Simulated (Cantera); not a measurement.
Charge: 1 mol SiH4, 0.71 mol O2, 8.9 mol N2, held at 1198 K and 11.0 Pa.

These are equilibrium values from Cantera (NASA tables, ideal gas, pure condensed phases), not measurements of a reactor. Candidate condensed phases: H2O, Si, SiO2, Si2N2O, Si3N4; 35 gas species. N2 is the only nitrogen source here; it is nearly inert below about 1500 K, so the nitride shown seldom forms there in practice. Mutual solubility and eutectic melting of coexisting phases are not modelled. The tables hold silica as quartz up to 1696 K and as liquid above; real silica turns to tridymite and cristobalite and melts near 1996 K. Equilibrium is a limit: real reactors are often held back by kinetics, nucleation or transport.

Base state: N2 0.813, H2 0.187, SiO 1.69e-5 (mole fractions); condensed: SiO2(β-quartz) + Si2N2O(s).

Q: What changes in the equilibrium state with this change: temperature from 1198 K to 1723.15 K?

A: 
| species | before | after |
|---|---|---|
| N2 | 0.813 | 0.764 |
| H2 | 0.187 | 0.157 |
| SiO | 1.69e-5 | 0.0606 |
| H2O | 2.85e-6 | 0.0108 |
| OH | <1e-9 | 2.59e-5 |
| H | 7.83e-6 | 0.00691 |
| SiO2(β-quartz), mol | 0.613 | 0 |
| Si2N2O(s), mol | 0.193 | 0 |
| SiO2(condensed), mol | 0 | 0.294 |

Q: What changes in the equilibrium state with this change: 0.2 mol CO2 added?

A: 
```json
[
 {"species": "N2", "before": "0.813", "after": "0.799"},
 {"species": "H2", "before": "0.187", "after": "0.182"},
 {"species": "CO", "before": "0", "after": "0.0182"},
 {"species": "SiO", "before": "1.69e-5", "after": "1.70e-5"},
 {"species": "SiO2(β-quartz), mol", "before": "0.613", "after": "0.747"},
 {"species": "Si2N2O(s), mol", "before": "0.193", "after": "0.127"}
]
```
Further candidate phases: C, C6H6, C7H8, C8H18, SiC.
